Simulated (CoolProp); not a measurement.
The fluid at 298.15 K and 5.72 MPa flows at 0.5 m/s in a round tube of 1 mm bore and 45 µm roughness, fully developed (64/Re and Nu = 3.66 if laminar; Colebrook and Gnielinski if turbulent). The same conditions are run with several fluids, on thermodynamics alone (safety and materials aside).

Computed with CoolProp (reference Helmholtz-energy equation of state of each fluid (R123: Younglove 1994; toluene: Lemmon 2006; n-nonane: Lemmon 2006; R13: Platzer 1990)). The equations of Platzer and Polt are older, rougher fits.

Q: Rank R123, toluene, n-nonane, R13 by Reynolds number, highest first.

A: R13 (6600), R123 (1650), toluene (748), n-nonane (517)

| fluid | Darcy friction factor | pressure drop (Pa/m) | heat-transfer coefficient (W/(m² K)) | mass flow (kg/h) |
|---|---|---|---|---|
| R123 | 0.0389 | 7190 | 288 | 2.09 |
| toluene | 0.0855 | 9260 | 484 | 1.23 |
| n-nonane | 0.124 | 11100 | 472 | 1.02 |
| R13 | 0.0717 | 8970 | 2780 | 1.41 |

Transport values come from each fluid's own correlations; those of R13 are estimates that may be off by 10 % or more.
